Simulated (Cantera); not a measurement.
Input: 1 mol CHF3, 0.036 mol HCl, 4.8 mol H2, held at 13.3 mbar.

Method: chemical equilibrium by Gibbs-energy minimisation in Cantera with the NASA 1993 tables (ideal gas, pure condensed phases). Candidate condensed phases: C, C6H6, C7H8, C8H18; 135 gas species. Ions and electrons are included (thermal ionisation). Equilibrium is a limit: real reactors are often held back by kinetics, nucleation or transport.

x: gas mole fraction; n: condensed amount in mol.

```json
[
 {"T (K)": "2000", "x H": "0.0104", "x H2": "0.547", "x HF": "0.437", "x F": "3.42e-6", "x C": "2.28e-9", "x C3": "2.08e-9", "x C2H2 (acetylene)": "0.000420", "n C(graphite)": "0.994"},
 {"T (K)": "2250", "x H": "0.0463", "x H2": "0.518", "x HF": "0.429", "x F": "3.88e-5", "x C": "2.73e-7", "x C3": "4.87e-7", "x C2H2 (acetylene)": "0.00173", "n C(graphite)": "0.976"},
 {"T (K)": "2500", "x H": "0.144", "x H2": "0.439", "x HF": "0.407", "x F": "0.000279", "x C": "1.25e-5", "x C3": "3.73e-5", "x C2H2 (acetylene)": "0.00475", "n C(graphite)": "0.927"},
 {"T (K)": "2750", "x H": "0.322", "x H2": "0.296", "x HF": "0.365", "x F": "0.00150", "x C": "0.000283", "x C3": "0.00127", "x C2H2 (acetylene)": "0.00832", "n C(graphite)": "0.806"},
 {"T (K)": "3000", "x H": "0.506", "x H2": "0.137", "x HF": "0.304", "x F": "0.00697", "x C": "0.00371", "x C3": "0.0218", "x C2H2 (acetylene)": "0.00811", "n C(graphite)": "0"},
 {"T (K)": "3250", "x H": "0.627", "x H2": "0.0509", "x HF": "0.246", "x F": "0.0285", "x C": "0.0140", "x C3": "0.0190", "x C2H2 (acetylene)": "0.00105", "n C(graphite)": "0"},
 {"T (K)": "3500", "x H": "0.679", "x H2": "0.0176", "x HF": "0.160", "x F": "0.0832", "x C": "0.0358", "x C3": "0.00911", "x C2H2 (acetylene)": "9.79e-5", "n C(graphite)": "0"},
 {"T (K)": "3750", "x H": "0.704", "x H2": "[?]", "x HF": "[?]", "x F": "[?]", "x C": "[?]", "x C3": "[?]", "x C2H2 (acetylene)": "[?]", "n C(graphite)": "0"},
 {"T (K)": "4000", "x H": "0.716", "x H2": "0.00269", "x HF": "0.0282", "x F": "0.182", "x C": "0.0654", "x C3": "0.000174", "x C2H2 (acetylene)": "2.85e-7", "n C(graphite)": "0"},
 {"T (K)": "4250", "x H": "0.721", "x H2": "0.00120", "x HF": "0.0106", "x F": "0.196", "x C": "0.0673", "x C3": "1.76e-5", "x C2H2 (acetylene)": "1.61e-8", "n C(graphite)": "0"},
 {"T (K)": "4500", "x H": "0.723", "x H2": "[?]", "x HF": "[?]", "x F": "0.201", "x C": "0.0678", "x C3": "[?]", "x C2H2 (acetylene)": "[?]", "n C(graphite)": "0"},
 {"T (K)": "4750", "x H": "0.724", "x H2": "0.000304", "x HF": "0.00183", "x F": "0.203", "x C": "0.0680", "x C3": "3.31e-7", "x C2H2 (acetylene)": "1.17e-10", "n C(graphite)": "0"},
 {"T (K)": "5000", "x H": "0.724", "x H2": "0.000169", "x HF": "0.000858", "x F": "0.204", "x C": "0.0680", "x C3": "6.04e-8", "x C2H2 (acetylene)": "1.43e-11", "n C(graphite)": "0"}
]
```

**Question.** Fill in the missing entries.

**Answer.** 
- 3750, x H2: 0.00657
- 3750, x HF: 0.0741
- 3750, x F: 0.146
- 3750, x C: 0.0576
- 3750, x C3: 0.00175
- 3750, x C2H2 (acetylene): 5.98e-6
- 4500, x H2: 0.000583
- 4500, x HF: 0.00423
- 4500, x C3: 2.18e-6
- 4500, x C2H2 (acetylene): 1.20e-9
